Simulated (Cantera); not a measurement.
Standard-state values (1 bar) from the NASA 1993 polynomials, evaluated with Cantera. Values are per mole of reaction as written; species without (g) are pure solids or liquids, kept so even where they would boil at 1 bar.

4 Al(g) + 2 OH(g) = H2(g) + 2 Al2O(g)

```json
[
 {"T (K)": "300", "ΔH° (kJ)": "-1687.9", "ΔS° (J/K)": "-390.4", "ΔG° (kJ)": "-1570.8", "log10 K": "273.49"},
 {"T (K)": "2498", "ΔH° (kJ)": "?", "ΔS° (J/K)": "?", "ΔG° (kJ)": "?", "log10 K": "?"},
 {"T (K)": "2548", "ΔH° (kJ)": "-1677.4", "ΔS° (J/K)": "-384.4", "ΔG° (kJ)": "-697.9", "log10 K": "14.31"},
 {"T (K)": "2598", "ΔH° (kJ)": "-1677.2", "ΔS° (J/K)": "-384.3", "ΔG° (kJ)": "-678.7", "log10 K": "13.65"},
 {"T (K)": "2648", "ΔH° (kJ)": "?", "ΔS° (J/K)": "?", "ΔG° (kJ)": "?", "log10 K": "?"},
 {"T (K)": "2698", "ΔH° (kJ)": "-1676.7", "ΔS° (J/K)": "-384.2", "ΔG° (kJ)": "-640.3", "log10 K": "12.40"}
]
```

Complete the blanks.


- 2498, ΔH° (kJ): -1677.7
- 2498, ΔS° (J/K): -384.5
- 2498, ΔG° (kJ): -717.1
- 2498, log10 K: 15.00
- 2648, ΔH° (kJ): -1677.0
- 2648, ΔS° (J/K): -384.2
- 2648, ΔG° (kJ): -659.5
- 2648, log10 K: 13.01
